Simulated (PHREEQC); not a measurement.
Dissolve 0.0079 mol MgSO4, 0.0042 mol FeCl2 and 0.39 mol MgCl2 per kg of water at 25 °C. Closed to the air; pH follows from the charge balance.

The numbers come from PHREEQC with the ion-association model, phreeqc.dat.

```
Quantity                  Value
-----------------  ------------
pH                         6.07
ionic strength     1.19 mol/kgw
activity of water         0.980
density             1.028 g/cm³
```

```csv
species,molality,activity,log γ
Cl-,0.788,0.473,-0.222
Mg+2,0.392,0.121,-0.511
MgSO4,0.00594,0.00782,0.119
Fe+2,0.00361,0.000710,-0.706
SO4-2,0.00193,0.000276,-0.845
FeCl+,0.000562,0.000463,-0.084
FeSO4,2.65e-5,3.48e-5,0.119
H+,1.15e-6,8.48e-7,-0.132
MgOH+,7.45e-7,5.07e-7,-0.167
FeOH+,4.10e-7,2.59e-7,-0.199
HSO4-,2.76e-8,2.27e-8,-0.084
OH-,2.06e-8,1.17e-8,-0.247
```

This is a speciation only: nothing precipitates in the calculation. Ionic strength above about 0.7 mol/kgw puts this run outside the model's range.
